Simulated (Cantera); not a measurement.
Input: 1 mol B₂H₆, 1.1 mol H₂O, 0.12 mol N₂, at 71.0 Pa.

Cantera equilibrium calculation (NASA polynomials, part measured and part estimated; ideal gas, pure solids and liquids). Candidate condensed phases: B, BN, B₂O₃, B₃O₃H₃, H₂O; 39 gas species. The feed counts by its element totals alone. N₂ is the only nitrogen source here; it is nearly inert below about 1500 K, so the nitride shown seldom forms there in practice. Mutual solubility and eutectic melting of coexisting phases are not modelled. Rates play no part.

Question: At 1473 K, list the 5 most abundant gas species with their mole fractions, and the condensed phases.

Answer: H₂ 0.846, HBO 0.0795, B₂O₂ 0.0599, B₂O₃ 0.0113, HBO₂ 0.00162. Condensed: B(s) + BN(s).
